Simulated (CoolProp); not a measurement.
Vapour-liquid equilibrium of isobutane (1) + R245fa (2) at 9.85 bar; x and y are mole fractions of (1).

Model: multi-fluid Helmholtz-energy mixture model, Bücker 2006 and Akasaka 2015; pair parameters Bell 2016, in CoolProp.

```csv
x,"bubble temperature, mixture model (°C)","bubble temperature, Raoult's law (°C)","y, mixture model","y, Raoult's law"
0.05,(withheld),87.8,(withheld),0.080
0.2,(withheld),83.9,0.440,0.295
0.35,(withheld),80.1,0.558,0.478
0.5,61.5,76.5,(withheld),0.634
0.65,60.4,73.0,(withheld),0.766
0.8,60.5,69.7,(withheld),0.877
0.95,63.3,66.5,(withheld),0.972
```

Question: Fill in the missing entries.

Answer: 
- 0.05, bubble temperature, mixture model (°C): 82.3
- 0.05, y, mixture model: 0.163
- 0.2, bubble temperature, mixture model (°C): 69.5
- 0.35, bubble temperature, mixture model (°C): 64.0
- 0.5, y, mixture model: 0.626
- 0.65, y, mixture model: 0.687
- 0.8, y, mixture model: 0.768
- 0.95, y, mixture model: 0.917

The largest gap from Raoult's law is -16.1 K in bubble temperature, at x = 0.35. y crosses x between x = 0.65 and 0.8: the model has an azeotrope there.

Pair parameters are fitted to limited data, so mixtures are less certain than the pure fluids. With so large a gap from Raoult's law the liquid may split in two, which this calculation doesn't test in full.
